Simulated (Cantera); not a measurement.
A jet of 1.59 % CH4, 14.8 % O2, 83.6 % N2 at 300 K and 37000 Pa hits a platinum plate 3.8 cm away at a mass flux of 0.14 kg/m²/s; the plate temperature is set and raised in steps from an oxygen-covered start.

Model: Deutschmann's 1995 Pt surface mechanism with GRI-Mech 3.0 gas chemistry, integrated in Cantera. Catalytic surfaces can have several steady states; this one follows from the mechanism file's or the stated starting coverage.

x: mole fraction at the wall; θ: surface coverage.

| plate T (K) | wall x CH4 | wall x O2 | wall x H2O | wall x OH | wall x CO | wall x CO2 | θ free Pt | θ O* | θ OH* |
|---|---|---|---|---|---|---|---|---|---|
| 950 | 0.00824 | 0.132 | 0.0142 | 4.19e-8 | 3.44e-6 | 0.00935 | 0.180 | 0.819 | 0.00151 |
| 1000 | 0.00586 | 0.127 | 0.0185 | 1.17e-7 | 3.26e-6 | 0.0122 | 0.238 | 0.761 | 0.00159 |
| 1050 | 0.00418 | 0.123 | 0.0216 | 2.86e-7 | 3.05e-6 | 0.0143 | 0.298 | 0.700 | 0.00156 |
| 1100 | 0.00307 | 0.121 | 0.0236 | 6.30e-7 | 2.89e-6 | 0.0156 | 0.359 | 0.640 | 0.00147 |
| 1150 | 0.00219 | 0.119 | 0.0249 | 1.32e-6 | … | 0.0163 | 0.419 | 0.580 | 0.00135 |
| 1200 | 0.00159 | 0.118 | 0.0260 | 2.51e-6 | … | 0.0169 | 0.478 | 0.521 | 0.00122 |
| 1250 | 0.00113 | 0.117 | 0.0269 | 4.47e-6 | … | 0.0174 | 0.534 | 0.465 | 0.00110 |
| 1300 | 0.000742 | 0.117 | 0.0277 | 7.58e-6 | … | 0.0179 | 0.587 | 0.412 | 0.000988 |

What belongs in the gaps?


- 1150, wall x CO: 3.50e-6
- 1200, wall x CO: 4.26e-6
- 1250, wall x CO: 5.21e-6
- 1300, wall x CO: 6.27e-6
